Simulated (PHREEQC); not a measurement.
Make-up at 20 °C: 0.014 mol/kgw CuSO4, 0.0027 mol/kgw H2SO4 and 0.0048 mol/kgw FeCl3. Closed to the air; pH follows from the charge balance.

The numbers come from PHREEQC with the ion-association model, phreeqc.dat.

```csv
quantity,before,after
pH,2.44,2.45
ionic strength (mol/kgw),0.0504,0.0496
SO4-2 (mol/kgw),0.00754,0.00726
FeSO4+ (mol/kgw),0.00374,0.00359
HSO4- (mol/kgw),0.00136,0.00175
Fe+3 (mol/kgw),0.000371,0.000277
SI of Goethite (FeOOH),+4.09,+4.51
SI of Hematite (Fe2O3),+10.16,+11.08
```

Task: Name the change that produced these shifts.
A) temperature from 20 to 35 °C
B) diluted 5-fold with water
C) 0.00072 mol/kgw KCl added
D) CuSO4 from 0.014 to 0.0126 mol/kgw
E) CuSO4 left out

Result: A, temperature from 20 to 35 °C

This is a speciation only: nothing precipitates in the calculation. Some of these states are supersaturated (in Hematite (slow to form), Goethite (slow to form), for instance).
